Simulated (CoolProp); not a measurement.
Values from CoolProp's reference Helmholtz-energy equation of state, de Reuck 1993.

Problem. For methanol, give the phase and the cp (kJ/(kg K)), Joule-Thomson coefficient (K/MPa), Prandtl number at 522.1 K and 210 kPa; 522.1 K and 548 kPa; 522.1 K and 15700 kPa.

Solution. 
- 522.1 K and 210 kPa: gas; cp 1.95, Joule-Thomson coefficient 10.3, Prandtl number 0.807
- 522.1 K and 548 kPa: gas; cp 2.02, Joule-Thomson coefficient 10.4, Prandtl number 0.820
- 522.1 K and 15700 kPa: supercritical; cp 6.04, Joule-Thomson coefficient 0.893, Prandtl number 2.36

Viscosity comes from a separate model (Xiang 2006). Thermal conductivity comes from a separate model (Sykioti 2013).
